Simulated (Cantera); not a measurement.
Input (Python, Cantera):

```python
import numpy as np
import cantera as ct

gas = ct.Solution("gri30.yaml")
gas.TPX = 350, 60000, {'C3H8': 1, 'O2': 7.25, 'N2': 27.2, 'CO2': 3}
flame = ct.FreeFlame(gas, width=0.057)
flame.set_refine_criteria(ratio=3, slope=0.08, curve=0.16)
flame.transport_model = "mixture-averaged"
flame.solve(loglevel=0, auto=True)
flame.transport_model = "multicomponent"
flame.soret_enabled = True
flame.solve(loglevel=0, refine_grid=True)
z, T = flame.grid, flame.T
thick = (T[-1] - T[0]) / np.gradient(T, z).max()
show = ['C3H8', 'O2', 'CO2', 'H2O', 'O', 'C2H4']
print(f"laminar burning velocity  {flame.velocity[0] * 100:.3f} cm/s")
print(f"burnt temperature         {T[-1]:.1f} K")
print(f"thermal thickness         {thick * 1e3:.4f} mm")
print(f"grid points               {len(z)}")
z0 = z[flame.heat_release_rate.argmax()]
print(f"{'z/mm':>9s}{'T/K':>9s}{'u/(m/s)':>9s}" + "".join(f"{s:>11s}" for s in show))
rows = []
for k in (-3, -2, -1.5, -1, -0.5, -0.25, 0, 0.25, 0.5, 1, 2, 4, 8):
    zz = z0 + k * thick
    rows.append([k * thick, np.interp(zz, z, T), np.interp(zz, z, flame.velocity),
                 *(np.interp(zz, z, flame.X[gas.species_index(s)]) for s in show)])
    print(f"{rows[-1][0] * 1e3:9.3f}{rows[-1][1]:9.1f}{rows[-1][2]:9.3f}" + "".join(f"{x:11.3e}" for x in rows[-1][3:]))
```

Result:

```
laminar burning velocity  26.031 cm/s
burnt temperature         1763.6 K
thermal thickness         0.9359 mm
grid points               143
     z/mm      T/K  u/(m/s)       C3H8         O2        CO2        H2O          O       C2H4
   -2.808    350.2    0.260  2.600e-02  1.885e-01  7.801e-02  2.617e-05  2.873e-14  2.355e-07
   -1.872    351.7    0.262  2.601e-02  1.883e-01  7.805e-02  2.499e-04  3.199e-13  3.928e-06
   -1.404    359.1    0.267  2.606e-02  1.876e-01  7.829e-02  1.194e-03  1.208e-12  2.998e-05
   -0.936    413.8    0.309  2.611e-02  1.827e-01  7.983e-02  7.013e-03  1.396e-10  3.318e-04
   -0.468    724.3    0.548  2.039e-02  1.533e-01  8.644e-02  3.395e-02  1.314e-07  2.896e-03
   -0.234   1038.6    0.799  9.085e-03  1.220e-01  9.408e-02  5.909e-02  1.021e-05  5.197e-03
    0.000   1356.8    1.057  4.263e-04  8.790e-02  1.067e-01  8.355e-02  4.545e-04  2.290e-03
    0.234   1486.3    1.155  3.870e-07  7.149e-02  1.204e-01  9.242e-02  2.222e-03  6.489e-05
    0.468   1540.4    1.193  1.004e-10  6.576e-02  1.298e-01  9.425e-02  2.771e-03  6.396e-07
    0.936   1608.1    1.239 -1.089e-15  6.139e-02  1.391e-01  9.574e-02  2.423e-03  1.340e-10
    1.872   1674.3    1.285 -1.149e-15  5.860e-02  1.450e-01  9.811e-02  1.524e-03 -1.059e-14
    3.744   1722.0    1.318 -1.088e-15  5.696e-02  1.488e-01  1.002e-01  7.161e-04 -1.384e-14
    7.487   1747.7    1.336 -2.921e-16  5.615e-02  1.511e-01  1.014e-01  2.811e-04 -5.492e-15
```

Computed with Cantera and GRI-Mech 3.0 (53 species, 325 reactions). GRI-Mech 3.0 was tuned for natural gas; its chemistry of propane as a main component is partial and can be far from experiment. Burning velocities carry a grid error of a few per cent, more on coarse grids.
